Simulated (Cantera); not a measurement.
Cantera run, input and output.

```python
import numpy as np
import cantera as ct

gas = ct.Solution("gri30.yaml")
gas.TPX = 1525, 1000000, {'CH4': 1, 'O2': 3.03, 'N2': 11.4}
reactor = ct.IdealGasConstPressureReactor(gas, energy="on", clone=False)
net = ct.ReactorNet([reactor])
net.rtol, net.atol = 1e-08, 1e-16
show = ['CH4', 'O2', 'CH3', 'CO', 'NO2', 'CO2', 'N2O']
times = np.geomspace(7e-06, 3, 10)

steps = ct.SolutionArray(gas, extra=["t"])
rows = []
print(f"{'t/s':>10s}{'T/K':>9s}{'P/Pa':>11s}" + "".join(f"{s:>11s}" for s in show))
for t in times:
    while net.time < t:
        t_next = net.step()
        steps.append(gas.state, t=t_next)
    rows.append([np.interp(t, steps.t, y) for y in (steps.T, steps.P, *steps(*show).X.T)])
    print(f"{t:10.3e}{rows[-1][0]:9.1f}{rows[-1][1]:11.4g}" + "".join(f"{x:11.3e}" for x in rows[-1][2:]))
rate = np.gradient(steps.T, steps.t)
print("integrator steps:", len(steps.t))
if steps.T.max() > steps.T[0] + 200:
    print(f"time of steepest temperature rise: {steps.t[rate.argmax()]:.4e} s")
gas.TPX = 1525, 1000000, {'CH4': 1, 'O2': 3.03, 'N2': 11.4}
gas.equilibrate("HP")
print(f"equilibrium (HP): T = {gas.T:.1f} K  " + "  ".join(f"{s} {gas[s].X[0]:.3e}" for s in show))
```

Result:

```
       t/s      T/K       P/Pa        CH4         O2        CH3         CO        NO2        CO2        N2O
 7.000e-06   1525.0      1e+06  6.479e-02  1.964e-01  1.302e-05  2.655e-08  3.087e-17  1.110e-09  9.011e-11
 2.957e-05   1525.6      1e+06  6.452e-02  1.962e-01  1.011e-04  7.665e-06  8.470e-15  2.787e-07  1.179e-09
 1.249e-04   1748.3      1e+06  3.375e-02  1.646e-01  1.462e-03  1.600e-02  1.965e-10  9.354e-04  1.208e-07
 5.278e-04   2688.5      1e+06  6.778e-17  6.343e-02  4.365e-16  6.758e-03  7.907e-06  5.745e-02  2.525e-06
 2.230e-03   2675.2      1e+06  6.447e-17  5.937e-02  3.997e-16  6.590e-03  1.835e-05  5.764e-02  2.617e-06
 9.419e-03   2673.6      1e+06  6.408e-17  5.890e-02  3.955e-16  6.571e-03  1.955e-05  5.767e-02  2.634e-06
 3.979e-02   2673.6      1e+06  6.408e-17  5.890e-02  3.955e-16  6.571e-03  1.955e-05  5.767e-02  2.634e-06
 1.681e-01   2673.6      1e+06  6.408e-17  5.890e-02  3.955e-16  6.571e-03  1.955e-05  5.767e-02  2.634e-06
 7.101e-01   2673.6      1e+06  6.408e-17  5.890e-02  3.955e-16  6.571e-03  1.955e-05  5.767e-02  2.634e-06
 3.000e+00   2673.6      1e+06  6.408e-17  5.890e-02  3.955e-16  6.571e-03  1.955e-05  5.767e-02  2.634e-06
integrator steps: 1870
time of steepest temperature rise: 1.2862e-04 s
equilibrium (HP): T = 2673.6 K  CH4 8.919e-17  O2 5.890e-02  CH3 5.505e-16  CO 6.571e-03  NO2 1.955e-05  CO2 5.767e-02  N2O 2.634e-06
```

Detailed kinetics in Cantera: GRI-Mech 3.0 (53 species, 325 reactions).
